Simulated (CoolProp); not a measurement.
Vapour-liquid equilibrium of 1-butene (1) + acetone (2) at 0.295 MPa; x and y are mole fractions of (1).

Values from CoolProp's multi-fluid Helmholtz-energy mixture model, Lemmon 2005 and Lemmon 2006; pair parameters Bell 2016.

**Question.** Give the bubble temperature and the first vapour's composition at x = 0.25, 0.45, 0.55. Is there an azeotrope?

**Answer.** x = 0.25: 45.5 °C, y = 0.796; x = 0.45: 35.4 °C, y = 0.879; x = 0.55: 33.0 °C, y = 0.898. No azeotrope shows between x = 0.05 and 0.95.

The pair parameters rest on a limited set of measurements; away from them the model extrapolates. With so large a gap from Raoult's law the liquid may split in two, which this calculation doesn't test in full.
